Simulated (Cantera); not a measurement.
Charge: 1 mol SiCl4, 0.48 mol N2, held at 702 °C and 0.380 bar.

Equilibrium computed with Cantera from the NASA thermochemical tables; the gas is ideal and each condensed phase is pure. Candidate condensed phases: Si, Si3N4; 13 gas species. The numbers say what is thermodynamically allowed, not how fast it happens.

Q: What is the equilibrium state?

A: 
* **x(SiCl4)**: 0.676
* **x(N2)**: 0.324
* **gas amount**: 1.480 mol
* **log10 activity of Si(s) (absent)**: -15.08
